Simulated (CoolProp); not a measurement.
500 sccm (0 °C, 1 atm) of nitrogen bubbles through liquid propylene glycol at 352.3 K and leaves saturated at a total pressure of 0.00592 MPa (ideal gas phase). Each further row changes one setting.

The numbers come from the reference Helmholtz-energy equation of state, Eisenbach 2021 in CoolProp.

```tsv
case	vapour pressure (kPa)	mole fraction of vapour	delivery (mg/min)	delivery (sccm)	change of delivery for a bath 1 K warmer (%)
as stated	0.930	0.157	317	93.2	7.4
bath temperature 357.3 K	1.25	0.211	453	134	7.6
total pressure 0.0118 MPa	0.930	0.0788	145	42.8	6.7
```
